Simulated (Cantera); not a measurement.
Si + N2O + H2 (thermal oxidation and active oxidation of silicon)

A closed system holds: 1 mol Si, 0.1 mol N2O, 12 mol H2, held at 1500 °C.

These are equilibrium values from Cantera (NASA tables, ideal gas, pure condensed phases), not measurements of a reactor. Candidate condensed phases: H2O, Si, SiO2, Si2N2O, Si3N4; 35 gas species. Mutual solubility and eutectic melting of coexisting phases are not modelled. The tables' values for SiN are old estimates; treat these amounts as uncertain. Gases not in the tables: Si2H6 and higher silanes. The numbers say what is thermodynamically allowed, not how fast it happens.

From 0.100 Pa to 1.50 Pa nothing is condensed. From 22.0 Pa to 46.0 mbar the condensed part is Si(l). From 0.680 bar to 10.0 bar the condensed part is Si(l) + Si2N2O(s). The main Si-bearing gas is Si at 0.100 Pa and SiO at 10.0 bar.

| P (Pa) | x H2 | x H | x Si | x SiO | n Si(l) | n Si2N2O(s) |
|---|---|---|---|---|---|---|
| 0.100 | 0.690 | 0.236 | 0.0605 | 0.00673 | 0 | 0 |
| 1.50 | 0.851 | 0.0678 | 0.0657 | 0.00738 | 0 | 0 |
| 22 | 0.955 | 0.0187 | 0.00968 | 0.00804 | 0.775 | 0 |
| 320 | 0.978 | 0.00497 | 0.000666 | 0.00817 | 0.891 | 0 |
| 4600 | 0.982 | 0.00131 | 4.63e-5 | 0.00819 | 0.899 | 0 |
| 68000 | 0.996 | 0.000344 | 3.13e-6 | 0.00161 | 0.819 | 0.0806 |
| 1000000 | 1.000 | 8.99e-5 | 2.13e-7 | 0.000110 | 0.801 | 0.0987 |
x: gas mole fraction; n: condensed amount in mol.
